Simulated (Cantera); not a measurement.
Charge: 1 mol toluene, 1.1 mol H₂, at 2650 °C and 1.00 Torr.

These are equilibrium values from Cantera (NASA tables, ideal gas, pure condensed phases), not measurements of a reactor. Candidate condensed phases: C, C₆H₆, C₇H₈, C₈H₁₈; 76 gas species. Kinetics and transport are ignored.

Base state: H 0.804, C₃ 0.101, H₂ 0.0562, C 0.0179, C₂ 0.0101, C₂H 0.00610, C₂H₂ (acetylene) 0.00278, C₅ 0.00145 (mole fractions); condensed: C(graphite).

Problem. What changes in the equilibrium state with this change: temperature from 2650 °C to 2152 °C?

Solution. 
```csv
species,before,after
H₂,0.0562,0.612
H,0.804,0.383
C₂H₂ (acetylene),0.00278,0.00477
C₃,0.101,0.000112
C₂,0.0101,1.02e-5
C,0.0179,4.31e-5
C₅,0.00145,2.38e-7
C₄,0.000272,5.09e-8
"C(graphite), mol",2.97,6.93
```
